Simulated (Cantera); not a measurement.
A perfectly stirred reactor is fed with 1.67 % CO, 0.226 % O₂, 0.0265 % H₂O, 98.1 % N₂, equivalence ratio 3.7, at 2850 Torr; it is held at 1323 K, and followed from long to short residence time.

Computed with Cantera and GRI-Mech 3.0 (53 species, 325 reactions).

One state of this run: x CO = 0.0121; x O₂ = 3.25e-5; x H₂O = 0.000127; x H₂O₂ = 1.09e-10; x H₂ = 9.10e-5; x NO₂ = 9.66e-11. x: mole fraction; the columns are a selection and need not sum to one.

### Question
Which value of τ (s) does it belong to?
A. 0.13
B. 0.011
C. 0.057
D. 0.69

### Answer
C, 0.057
